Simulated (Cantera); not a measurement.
An adiabatic, constant-volume homogeneous reactor starts with CH4 : C2H6 : O2 : N2 = 1 : 0.03 : 3.97 : 14.9 (molar parts), at 1573 K and 11.0 bar. Integrator tolerance rtol = 1e-08.

Computed with Cantera and GRI-Mech 3.0 (53 species, 325 reactions).

What does this change do: constant pressure in place of constant volume?


| quantity | before | after |
|---|---|---|
| time of steepest temperature rise | 43.4 µs | 46.7 µs |
| temperature at 1.00 s | 2750 K | 2557 K |
| equilibrium temperature | 2750 K | 2557 K |
| x(CH4) at 1.00 s | <1e-12 (gas-phase equilibrium <1e-12) | <1e-12 (gas-phase equilibrium <1e-12) |
| x(C2H6) at 1.00 s | <1e-12 (gas-phase equilibrium <1e-12) | <1e-12 (gas-phase equilibrium <1e-12) |
| x(O2) at 1.00 s | 0.0816 (gas-phase equilibrium 0.0816) | 0.0844 (gas-phase equilibrium 0.0844) |
| x(OH) at 1.00 s | 0.0109 (gas-phase equilibrium 0.0109) | 0.00753 (gas-phase equilibrium 0.00753) |
| x(HCO) at 1.00 s | 5.41e-9 (gas-phase equilibrium 5.41e-9) | 1.04e-9 (gas-phase equilibrium 1.04e-9) |

What does this change do: pressure from 11.0 bar to 0.570 bar?


```json
[
 {"quantity": "time of steepest temperature rise", "before": "43.4 µs", "after": "0.335 ms"},
 {"quantity": "temperature at 1.00 s", "before": "2750 K", "after": "2619 K"},
 {"quantity": "equilibrium temperature", "before": "2750 K", "after": "2619 K"},
 {"quantity": "x(CH4) at 1.00 s", "before": "<1e-12 (gas-phase equilibrium <1e-12)", "after": "<1e-12 (gas-phase equilibrium <1e-12)"},
 {"quantity": "x(C2H6) at 1.00 s", "before": "<1e-12 (gas-phase equilibrium <1e-12)", "after": "<1e-12 (gas-phase equilibrium <1e-12)"},
 {"quantity": "x(O2) at 1.00 s", "before": "0.0816 (gas-phase equilibrium 0.0816)", "after": "0.0832 (gas-phase equilibrium 0.0832)"},
 {"quantity": "x(OH) at 1.00 s", "before": "0.0109 (gas-phase equilibrium 0.0109)", "after": "0.0158 (gas-phase equilibrium 0.0158)"},
 {"quantity": "x(HCO) at 1.00 s", "before": "5.41e-9 (gas-phase equilibrium 5.41e-9)", "after": "2.86e-9 (gas-phase equilibrium 2.86e-9)"}
]
```
